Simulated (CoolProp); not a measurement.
Properties of octamethylcyclotetrasiloxane (D4) along the isotherm 90.25 °C.

Model: reference Helmholtz-energy equation of state, Thol 2015, in CoolProp.

```csv
p (bar),phase,density (kg/m³),cv (kJ/(kg K)),speed of sound (m/s)
8.42,liquid,876.8,1.510,715.0
16.8,liquid,878.7,1.510,723.2
25.3,liquid,880.6,1.510,731.2
33.7,liquid,882.5,1.510,739.0
42.1,liquid,884.3,1.511,746.7
50.5,liquid,886.1,1.511,754.1
58.9,liquid,887.8,1.511,761.5
67.4,liquid,889.5,1.511,768.7
75.8,liquid,891.2,1.512,775.8
84.2,liquid,892.8,1.512,782.7
92.6,liquid,894.4,1.512,789.5
101,liquid,896.0,1.512,796.1
109,liquid,897.4,1.513,802.4
118,liquid,899.1,1.513,809.3
126,liquid,900.5,1.513,815.3
135,liquid,902.1,1.513,822.0
```
